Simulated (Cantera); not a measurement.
Feed: 1 mol CCl₄, 0.093 mol CH₄, at 1.33 mbar.

Cantera equilibrium calculation (NASA polynomials, part measured and part estimated; ideal gas, pure solids and liquids). Candidate condensed phases: C, C₆H₆, C₇H₈, C₈H₁₈; 91 gas species. Rates play no part. All values below are at 1373 K.

Base state: Cl₂ 0.445, Cl 0.420, HCl 0.134 (mole fractions); condensed: C(graphite).

Question: What changes in the equilibrium state with this change: CH₄ from 0.093 to 0.36 mol?

Answer: 
```csv
species,before,after
HCl,0.134,0.447
Cl,0.420,0.310
Cl₂,0.445,0.243
"C(graphite), mol",1.09,1.36
```
